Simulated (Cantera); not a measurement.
An isothermal, constant-pressure homogeneous reactor starts with 6.30 % H₂, 92.7 % O₂, 1.02 % N₂, at 1175 K and 0.0170 bar.

Computed with Cantera and GRI-Mech 3.0 (53 species, 325 reactions). Radical loss at walls, strong at low pressure, is not modelled. The temperature is held fixed by assumption; the heat of reaction is taken as removed at once.

x: mole fraction; the columns are a selection and need not sum to one.

```tsv
t (s)	x H₂	x O₂	x H₂O₂	x H₂O	x OH	x HO₂
7.00e-5	0.0630	0.927	<1e-12	8.37e-10	1.34e-9	2.96e-9
0.000219	0.0630	0.927	5.25e-12	1.87e-8	1.10e-8	9.30e-9
0.000682	0.0630	0.927	5.53e-11	2.34e-6	9.28e-7	3.78e-8
0.00213	0.00946	0.890	3.76e-7	0.0428	0.00649	6.19e-6
0.00665	0.00108	0.890	1.39e-7	0.0565	0.00346	5.48e-6
0.0208	0.000552	0.908	1.47e-7	0.0611	0.00248	4.69e-6
0.0648	0.000126	0.921	1.22e-7	0.0641	0.00119	2.66e-6
0.202	…	0.924	…	0.0648	…	…
0.632	2.13e-6	0.924	2.20e-8	0.0650	0.000157	1.69e-7
1.97	3.60e-7	0.924	6.84e-9	0.0650	6.52e-5	3.63e-8
6.16	7.79e-8	0.924	2.08e-9	0.0651	3.05e-5	1.04e-8
19.2	…	0.924	6.53e-10	0.0651	…	…
60.0	6.55e-9	0.924	2.41e-10	0.0651	8.90e-6	7.38e-9
```

Question: What belongs in the gaps?

Answer: 
- 0.202, x H₂: 1.63e-5
- 0.202, x H₂O₂: 6.20e-8
- 0.202, x OH: 0.000430
- 0.202, x HO₂: 8.08e-7
- 19.2, x H₂: 2.02e-8
- 19.2, x OH: 1.56e-5
- 19.2, x HO₂: 6.13e-9
